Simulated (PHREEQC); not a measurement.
Copper plating or etch bath: speciation

Solution (79 °C): 33 mmol/kgw Cu(NO3)2, 0.049 mmol/kgw HCl and 48 mmol/kgw NaCl. Closed to the air; pH follows from the charge balance.

The numbers come from PHREEQC with the ion-association model, phreeqc.dat.

Each row changes one thing in this solution. This is a speciation only: nothing precipitates in the calculation.

```tsv
case	pH	ionic strength (mol/kgw)	Cl- (mol/kgw)	SI of Halite (NaCl)
as made	3.89	0.130	0.0396	-4.60
HCl left out	3.95	0.130	0.0395	-4.60
NaCl from 0.048 to 0.0048 mol/kgw	[?]	0.102	0.00376	-6.60
HCl from 4.9e-05 to 9.8e-06 mol/kgw	3.94	0.130	0.0396	-4.60
diluted 10-fold with water	4.44	0.0143	[?]	[?]
Cu(NO3)2 replaced by Ba(NO3)2 at the same molality	4.41	0.147	0.0481	[?]
```

Q: Some entries are withheld; supply them.

A: 
- NaCl from 0.048 to 0.0048 mol/kgw, pH: 3.81
- diluted 10-fold with water, Cl- (mol/kgw): 0.00459
- diluted 10-fold with water, SI of Halite (NaCl): -6.38
- Cu(NO3)2 replaced by Ba(NO3)2 at the same molality, SI of Halite (NaCl): -4.52

Complexes and solids missing from the database can't appear. Away from 25 °C the constants follow the database's enthalpies or fits; those with neither stay at their 25 °C values.
